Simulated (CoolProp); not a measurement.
Vapour-liquid equilibrium of ethane (1) + n-butane (2) at 278.4 K; x and y are mole fractions of (1).

Computed with CoolProp (multi-fluid Helmholtz-energy mixture model, Bücker 2006 and Bücker 2006; pair parameters Kunz 2012).

**Question.** Give the bubble pressure and the first vapour's composition at x = 0.15, 0.85, 0.95. Is there an azeotrope?

**Answer.** x = 0.15: 4.405 bar, y = 0.731; x = 0.85: 21.91 bar, y = 0.979; x = 0.95: 25.16 bar, y = 0.992. No azeotrope shows between x = 0.05 and 0.95.

The pair parameters rest on a limited set of measurements; away from them the model extrapolates.
